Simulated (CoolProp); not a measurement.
Model: reference Helmholtz-energy equation of state, Lemmon 2013, in CoolProp.

Q: For propylene, give the phase and the speed of sound (m/s), expansivity (1/kK) at -70.75 °C and 0.526 MPa; -70.75 °C and 2.1 MPa.

A: 
- -70.75 °C and 0.526 MPa: liquid; speed of sound 1340, expansivity 1.84
- -70.75 °C and 2.1 MPa: liquid; speed of sound 1350, expansivity 1.81
